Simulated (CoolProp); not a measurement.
Isopentane along the isobar 42.5 bar: density (kg/m³) from the reference equation and from simpler models built on Tc = 460.3 K, pc = 33.78 bar, ω = 0.227; each cubic takes its own stable root.

The numbers come from the reference Helmholtz-energy equation of state, Lemmon 2006 in CoolProp. It is a short technical equation, of lower accuracy than the large ones.

```
T (K)          phase  reference
-----  -------------  ---------
161           liquid      744.7
183.6         liquid      724.5
206.2         liquid      704.5
228.8         liquid      684.5
251.4         liquid      664.3
274           liquid      643.6
296.6         liquid      622.2
319.2         liquid      599.8
341.8         liquid      576.0
364.4         liquid      550.3
387           liquid      521.8
409.6         liquid      488.9
432.2         liquid      448.7
454.8         liquid      391.6
477.4  supercritical      226.6
500    supercritical      129.1
```

### Question
How far does each simpler model (van der Waals, Redlich-Kwong, Soave-Redlich-Kwong, Peng-Robinson) lie from the reference over these 16 states: mean and median of the absolute difference, and the worst?

### Answer
- van der Waals: mean 32.9 %, median 36.5 %, worst -39.1 % at 161 K and 42.5 bar
- Redlich-Kwong: mean 9.8 %, median 9.2 %, worst -17.4 % at 454.8 K and 42.5 bar
- Soave-Redlich-Kwong: mean 8.6 %, median 7.7 %, worst -16.5 % at 454.8 K and 42.5 bar
- Peng-Robinson: mean 4.0 %, median 4.3 %, worst -7.2 % at 454.8 K and 42.5 bar
